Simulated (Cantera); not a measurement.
A jet of 2.71 % CH4, 8.02 % O2, 89.3 % N2, equivalence ratio 0.68 at 300 K and 105 Torr hits a platinum plate 3.1 cm away at a mass flux of 0.029 kg/m²/s; the plate temperature is set and raised in steps from an oxygen-covered start.

Model: Deutschmann's 1995 Pt surface mechanism with GRI-Mech 3.0 gas chemistry, integrated in Cantera. Catalytic surfaces can have several steady states; this one follows from the mechanism file's or the stated starting coverage.

x: mole fraction at the wall; θ: surface coverage.

| plate T (K) | wall x CH4 | wall x O2 | wall x H2O | wall x OH | wall x CO | wall x CO2 | θ free Pt | θ O* | θ OH* |
|---|---|---|---|---|---|---|---|---|---|
| 950 | 0.00888 | 0.0416 | 0.0339 | 7.72e-8 | 5.04e-6 | 0.0223 | 0.297 | 0.701 | 0.00171 |
| 1000 | 0.00616 | 0.0358 | 0.0389 | 2.02e-7 | 4.81e-6 | 0.0256 | 0.375 | 0.623 | 0.00161 |
| 1050 | (withheld) | 0.0324 | 0.0419 | (withheld) | 4.75e-6 | 0.0276 | (withheld) | (withheld) | (withheld) |
| 1100 | 0.00346 | 0.0302 | 0.0437 | 1.01e-6 | 4.88e-6 | 0.0288 | 0.523 | 0.476 | 0.00128 |
| 1150 | 0.00277 | 0.0288 | 0.0448 | 1.99e-6 | 5.21e-6 | 0.0295 | 0.589 | 0.410 | 0.00111 |
| 1200 | (withheld) | 0.0280 | 0.0455 | (withheld) | (withheld) | 0.0300 | 0.650 | (withheld) | (withheld) |
| 1250 | 0.00199 | 0.0275 | 0.0460 | 6.37e-6 | 6.56e-6 | 0.0303 | 0.705 | 0.294 | 0.000811 |

Problem. What belongs in the gaps?

Solution. 
- 1050, wall x CH4: 0.00450
- 1050, wall x OH: 4.72e-7
- 1050, θ free Pt: 0.451
- 1050, θ O*: 0.548
- 1050, θ OH*: 0.00145
- 1200, wall x CH4: 0.00231
- 1200, wall x OH: 3.67e-6
- 1200, wall x CO: 5.75e-6
- 1200, θ O*: 0.349
- 1200, θ OH*: 0.000951
